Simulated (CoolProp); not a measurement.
Vapour-liquid equilibrium of methanol (1) + benzene (2) at 200.55 °C; x and y are mole fractions of (1).

Model: multi-fluid Helmholtz-energy mixture model, de Reuck 1993 and Thol 2012; pair parameters Bell 2016, in CoolProp.

| x | bubble pressure (kPa) | y at the bubble point | dew pressure at overall composition x (kPa) | liquid density (mol/L) |
|---|---|---|---|---|
| 0.05 | 1812 | 0.184 | … | 8.546 |
| 0.15 | 2356 | 0.373 | 1735 | 8.848 |
| 0.25 | 2746 | 0.475 | 1978 | … |
| 0.35 | 3041 | 0.546 | 2278 | 9.626 |
| 0.45 | 3282 | 0.606 | … | 10.15 |
| 0.55 | 3487 | 0.664 | 3058 | 10.83 |
| 0.65 | 3666 | 0.726 | 3441 | 11.70 |
| 0.75 | … | 0.794 | 3724 | 12.82 |
| 0.85 | 3939 | 0.871 | 3910 | 14.25 |
| 0.95 | 4032 | 0.955 | 4027 | 16.04 |

Question: Fill in the missing entries.

Answer: 
- 0.05, dew pressure at overall composition x (kPa): 1535
- 0.25, liquid density (mol/L): 9.201
- 0.45, dew pressure at overall composition x (kPa): 2644
- 0.75, bubble pressure (kPa): 3817

No azeotrope shows between x = 0.05 and 0.95.

Pair parameters are fitted to limited data, so mixtures are less certain than the pure fluids.
